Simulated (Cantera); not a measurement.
Low-pressure radical oxidation in H2/O2

An isothermal, constant-pressure homogeneous reactor starts with 1.73 % H2, 95.9 % O2, 2.40 % N2, equivalence ratio 0.0090, at 1250 K and 0.0133 bar.

Cantera simulation using GRI-Mech 3.0 (53 species, 325 reactions); the numbers are that mechanism's predictions, not measurements. Radical loss at walls, strong at low pressure, is not modelled.

| t (s) | x H2 | x O2 | x OH | x HO2 | x O | x H2O2 |
|---|---|---|---|---|---|---|
| 0.000600 | 0.0173 | 0.959 | 4.97e-8 | 2.27e-8 | 6.60e-8 | 1.41e-11 |
| 0.00211 | 0.0172 | 0.959 | 1.13e-5 | 1.15e-7 | 1.55e-5 | 1.85e-10 |
| 0.00744 | 0.000166 | 0.943 | 0.00166 | 1.27e-6 | 0.0139 | 3.36e-8 |
| 0.0262 | 0.000106 | 0.945 | 0.00143 | 1.14e-6 | 0.0122 | 2.84e-8 |
| 0.0923 | 6.97e-5 | 0.950 | 0.00116 | 9.51e-7 | 0.00788 | 2.70e-8 |
| 0.325 | 2.40e-5 | 0.955 | 0.000684 | 5.61e-7 | 0.00265 | 2.11e-8 |
| 1.14 | 3.91e-6 | 0.958 | 0.000277 | 1.87e-7 | 0.000428 | 1.03e-8 |
| 4.03 | 4.74e-7 | 0.958 | 9.68e-5 | 3.92e-8 | 5.19e-5 | 2.93e-9 |
| 14.2 | 6.67e-8 | 0.958 | 3.64e-5 | 9.66e-9 | 7.33e-6 | 6.40e-10 |
| 50.0 | 1.31e-8 | 0.958 | 1.62e-5 | 7.69e-9 | 1.44e-6 | 1.55e-10 |
x: mole fraction; the columns are a selection and need not sum to one.

Equilibrium at this temperature and pressure: H2 5.35e-9, O2 0.958, OH 1.03e-5, HO2 1.01e-8, O 5.91e-7, H2O2 7.25e-11 (gas phase only).
